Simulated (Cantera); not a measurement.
Thermodynamics of calcination and drying, feed Ca(OH)₂ + CO₂ + O₂

Input: 1 mol Ca(OH)₂, 3.4 mol CO₂, 0.027 mol O₂, held at 1802 °C.

Equilibrium computed with Cantera from the NASA thermochemical tables; the gas is ideal and each condensed phase is pure. Candidate condensed phases: C, C₆H₆, C₇H₈, C₈H₁₈, Ca, CaCO₃, CaO, Ca(OH)₂, H₂O; 115 gas species. Rates play no part.

| P (Pa) | x CO₂ | x CO | x H₂O | x O₂ | x O | x H | x OH | x H₂ | n CaO(s) |
|---|---|---|---|---|---|---|---|---|---|
| 10 | 0.367 | 0.253 | 0.131 | 0.123 | 0.0408 | 0.0364 | 0.0292 | 0.0186 | 0.996 |
| 100 | 0.545 | 0.149 | 0.181 | 0.0780 | 0.0103 | 0.00852 | 0.0172 | 0.0102 | 1.000 |
| 1000 | 0.657 | 0.0762 | 0.205 | 0.0434 | 0.00243 | 0.00187 | 0.00891 | 0.00491 | 1.000 |
| 10000 | 0.717 | 0.0357 | 0.217 | 0.0236 | 0.000567 | 0.000397 | 0.00442 | 0.00222 | 1.000 |
| 100000 | 0.746 | 0.0154 | 0.222 | 0.0136 | 0.000136 | 8.19e-5 | 0.00219 | 0.000946 | 1.000 |
| 1000000 | 0.759 | 0.00611 | 0.224 | 0.00903 | 3.50e-5 | 1.62e-5 | 0.00112 | 0.000372 | 1.000 |
x: gas mole fraction; n: condensed amount in mol.

From 0.000100 bar to 10.0 bar the condensed part is CaO(s). The main Ca-bearing gas is Ca at 0.000100 bar and Ca(OH)₂ at 10.0 bar.
